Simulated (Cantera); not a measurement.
Input (Python, Cantera):

```python
import numpy as np
import cantera as ct

gas = ct.Solution("gri30.yaml")


def delay(T, t_max=10):
    gas.TPX = T, 270000, {'CH3OH': 1, 'O2': 1.97, 'N2': 7.42}
    reactor = ct.IdealGasReactor(gas, clone=False)
    net = ct.ReactorNet([reactor])
    net.rtol, net.atol = 1e-8, 1e-16
    while net.time < t_max:
        t_old, T_old = net.time, reactor.T
        net.step()
        if reactor.T > T + 400:  # ignition: a rise of 400 K
            return t_old + (T + 400 - T_old) / (reactor.T - T_old) * (net.time - t_old)
    return np.nan


taus = []
for T in [1150, 1250, 1350, 1450, 1550, 1650, 1750, 1850]:
    taus.append(delay(T))
    print(f"T0 = {T:6g} K   tau = {taus[-1]:.4e} s")
```

Result:

```
T0 =   1150 K   tau = 1.0090e-02 s
T0 =   1250 K   tau = 1.9040e-03 s
T0 =   1350 K   tau = 4.7494e-04 s
T0 =   1450 K   tau = 1.4997e-04 s
T0 =   1550 K   tau = 5.7506e-05 s
T0 =   1650 K   tau = 2.5619e-05 s
T0 =   1750 K   tau = 1.2761e-05 s
T0 =   1850 K   tau = 6.9309e-06 s
```

Computed with Cantera and GRI-Mech 3.0 (53 species, 325 reactions). GRI-Mech 3.0 was tuned for natural gas; its chemistry of methanol as a main component is partial and can be far from experiment.
